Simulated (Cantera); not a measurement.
A closed system holds: 1 mol B₂O₃, 4.3 mol F₂, equilibrated at 34.0 mbar.

Equilibrium computed with Cantera from the NASA thermochemical tables; the gas is ideal and each condensed phase is pure. Candidate condensed phases: B, B₂O₃; 21 gas species. Rates play no part.

x: gas mole fraction; nothing condenses.

| T (K) | x F | x BF₃ | x O₂ | x F₂ | x O |
|---|---|---|---|---|---|
| 825 | 0.0327 | 0.410 | 0.307 | 0.250 | <1e-12 |
| 900 | 0.0828 | 0.399 | 0.300 | 0.218 | (withheld) |
| 975 | 0.167 | 0.382 | 0.286 | 0.164 | (withheld) |
| 1050 | 0.269 | 0.361 | 0.270 | 0.0996 | (withheld) |
| 1125 | 0.351 | 0.344 | 0.258 | 0.0479 | (withheld) |
| 1200 | 0.395 | 0.334 | 0.251 | 0.0200 | (withheld) |
| 1275 | 0.413 | 0.331 | 0.248 | 0.00825 | (withheld) |
| 1350 | 0.421 | 0.329 | 0.247 | 0.00357 | (withheld) |
| 1425 | 0.424 | 0.328 | 0.246 | 0.00166 | (withheld) |
| 1500 | 0.425 | 0.328 | 0.246 | 0.000826 | (withheld) |
| 1575 | 0.426 | 0.328 | 0.246 | 0.000438 | (withheld) |
| 1650 | 0.426 | 0.328 | 0.246 | 0.000245 | (withheld) |
| 1725 | 0.426 | 0.328 | 0.246 | 0.000144 | (withheld) |

### Question
Some entries are withheld; supply them.

### Answer

- 900, x O: 1.60e-11
- 975, x O: 2.09e-10
- 1050, x O: 1.89e-9
- 1125, x O: 1.27e-8
- 1200, x O: 6.81e-8
- 1275, x O: 3.02e-7
- 1350, x O: 1.14e-6
- 1425, x O: 3.73e-6
- 1500, x O: 1.09e-5
- 1575, x O: 2.88e-5
- 1650, x O: 6.96e-5
- 1725, x O: 0.000156
